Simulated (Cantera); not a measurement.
# Hydrocarbon pyrolysis for carbon deposition

A perfectly stirred reactor is fed with C2H6 : N2 = 1 : 27 (molar parts), at 0.0132 atm; it is held at 1225 K, and followed from long to short residence time.

Computed with Cantera and GRI-Mech 3.0 (53 species, 325 reactions). GRI-Mech 3.0 stops at C3 and has no aromatics, soot or wall deposition, so with more carbon than oxygen in the feed, carbon stays in small species such as C2H2 where larger ones or solid carbon would form. Radical loss at walls, strong at low pressure, is not modelled.

```tsv
τ (s)	x C2H6	x C2H2	x H2	x CH3	x C2H
23	0.000311	0.0272	0.0535	2.42e-5	1.09e-9
7.9	0.000759	0.0237	0.0488	3.70e-5	1.22e-9
2.7	0.00190	0.0181	0.0418	5.80e-5	1.22e-9
0.95	0.00471	0.0110	0.0327	9.34e-5	9.86e-10
0.33	0.0113	0.00445	0.0222	0.000148	5.44e-10
0.11	0.0222	0.000952	0.0113	0.000199	1.84e-10
0.039	0.0304	0.000123	0.00432	0.000197	4.82e-11
0.014	0.0342	8.88e-6	0.00122	0.000136	8.29e-12
0.0047	0.0355	1.91e-7	0.000185	6.01e-5	<1e-12
0.0016	0.0357	1.08e-9	1.29e-5	2.41e-5	<1e-12
```
x: mole fraction; the columns are a selection and need not sum to one.
